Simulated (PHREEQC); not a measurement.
A solution holds 1.3 mmol/kgw HCl and 3.1 mmol/kgw Al2(SO4)3, at 25 °C. Closed to the air; pH follows from the charge balance.

Model: ion-association model, phreeqc.dat, run in PHREEQC.

Problem. The ionic strength comes out as 0.0181 mol/kgw. What activity coefficients do AlSO4+, HSO4-, H+, AlOH+2, Al(SO4)2- get?

Solution. AlSO4+ 0.88, HSO4- 0.87, H+ 0.89, AlOH+2 0.60, Al(SO4)2- 0.88.

No solid was allowed to form.
